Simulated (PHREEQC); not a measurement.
4 g of hydrous ferric oxide (600 m²/g; 0.2 weak and 0.005 strong sites per Fe, Dzombak-Morel constants, diffuse double layer) in 1 kg of water with 0.001 mol/kgw of an inert sodium salt, at 25 °C; the pH is set by adding NaOH or the inert anion's acid. Oxygen alone is held at its pressure in air (log pO2 = -0.68). The system is closed to CO2. No solid was allowed to form.

Computed with PHREEQC (ion-association model, wateq4f.dat).

**Question.** Predict surface charge σ (C/m²) at pH = 5, 5.5, 6, 9.

**Answer.** 
```tsv
pH	surface charge σ (C/m²)
5	0.062
5.5	0.036
6	0.021
9	-0.004
```

Complexes and solids missing from the database can't appear.
